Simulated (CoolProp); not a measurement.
A simple Rankine cycle with cis-2-butene: condensing at 322.15 K, boiler at 1.85 MPa, turbine inlet 524 K, turbine efficiency 0.75, pump efficiency 0.6, no recuperator. Each further row changes one setting.

Computed with CoolProp (reference Helmholtz-energy equation of state, Lemmon 2005). It is a short technical equation, of lower accuracy than the large ones.

```tsv
case	thermal efficiency (%)	net work (kJ/kg)	heat in (kJ/kg)	turbine exit temperature (K)	volume ratio over the turbine
as stated	9.7	(withheld)	743	482.1	(withheld)
condensing temperature 314.15 K	10.9	(withheld)	762	476.3	5.18
boiler pressure 1.29 MPa	(withheld)	56.1	752	493.3	2.90
turbine efficiency 0.65	8.3	61.7	743	(withheld)	4.22
```

**Question.** Complete the blanks.

**Answer.** 
- as stated, net work (kJ/kg): 71.8
- as stated, volume ratio over the turbine: 4.17
- condensing temperature 314.15 K, net work (kJ/kg): 82.9
- boiler pressure 1.29 MPa, thermal efficiency (%): 7.5
- turbine efficiency 0.65, turbine exit temperature (K): 486.7
